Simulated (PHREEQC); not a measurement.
Dissolve 0.057 mol/kgw HF and 0.00053 mol/kgw NH4F at 50 °C. Closed to the air; pH follows from the charge balance.

Computed with PHREEQC (ion-association model, phreeqc.dat).

```yaml
pH: 2.31
ionic_strength: 0.00578 mol/kgw
total_alkalinity: -57.0 meq/kg
```

```
species  molality  activity   log γ
-------  --------  --------  ------
HF         0.0507    0.0508   0.001
H+        0.00525   0.00486  -0.033
F-        0.00473   0.00434  -0.037
HF2-      0.00104  0.000957  -0.037
NH4+     0.000530  0.000485  -0.038
```

Precipitation was switched off in this run. At this temperature some constants are extrapolated from 25 °C, and those without enthalpy data are left unchanged.
